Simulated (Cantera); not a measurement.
A freely propagating, adiabatic, planar premixed flame of 7.14 % CH4, 2.43 % C2H6, 19.0 % O2, 71.4 % N2, equivalence ratio 1.2, unburnt at 625 K and 0.350 bar; unity-Lewis-number transport, grid criteria slope 0.08 and curve 0.16, no radiation.

Cantera simulation using GRI-Mech 3.0 (53 species, 325 reactions); the numbers are that mechanism's predictions, not measurements. Unity Lewis numbers drop preferential diffusion, which matters most where H2 and H carry the flame. Burning velocities carry a grid error of a few per cent, more on coarse grids.

x: mole fraction of selected species; z is measured from the peak of heat release.

| z (mm) | T (K) | u (m/s) | x CH4 | x C2H6 | x O2 | x OH | x O | x HCN |
|---|---|---|---|---|---|---|---|---|
| -2.96 | 625 | 1.06 | 0.0714 | 0.0243 | 0.190 | <1e-8 | <1e-8 | <1e-8 |
| -1.97 | 629 | 1.06 | 0.0712 | 0.0242 | 0.190 | <1e-8 | <1e-8 | 3.16e-8 |
| -1.48 | 641 | 1.08 | 0.0706 | 0.0239 | 0.188 | <1e-8 | <1e-8 | 1.37e-7 |
| -0.986 | [?] | 1.22 | 0.0666 | 0.0222 | 0.179 | [?] | [?] | [?] |
| -0.493 | [?] | 1.94 | [?] | [?] | [?] | [?] | [?] | [?] |
| -0.247 | 1510 | 2.69 | 0.0228 | 0.00451 | 0.0833 | 0.000302 | 9.40e-5 | 8.69e-6 |
| 0 | 1878 | 3.42 | 0.00387 | 0.000145 | 0.0355 | 0.00339 | 0.00119 | 1.27e-5 |
| 0.247 | 1999 | 3.66 | 0.000152 | 1.89e-7 | 0.0154 | 0.00833 | 0.00359 | 8.16e-6 |
| 0.493 | 2023 | 3.70 | 3.23e-6 | <1e-8 | 0.0109 | 0.00979 | 0.00445 | 3.15e-6 |
| 0.986 | 2050 | 3.74 | <1e-8 | <1e-8 | 0.00910 | 0.00996 | 0.00429 | 4.42e-7 |
| 1.97 | 2088 | 3.80 | <1e-8 | <1e-8 | 0.00796 | 0.00970 | 0.00371 | 1.97e-8 |
| 3.94 | 2140 | 3.88 | <1e-8 | <1e-8 | 0.00657 | 0.00910 | 0.00288 | <1e-8 |
| 7.89 | 2203 | 3.97 | <1e-8 | <1e-8 | 0.00483 | 0.00804 | 0.00195 | <1e-8 |

Problem. Fill in the missing entries.

Solution. 
- -0.986, T (K): 719
- -0.986, x OH: 3.74e-7
- -0.986, x O: 1.80e-8
- -0.986, x HCN: 8.34e-7
- -0.493, T (K): 1118
- -0.493, x CH4: 0.0450
- -0.493, x C2H6: 0.0132
- -0.493, x O2: 0.132
- -0.493, x OH: 1.94e-5
- -0.493, x O: 3.98e-6
- -0.493, x HCN: 4.60e-6
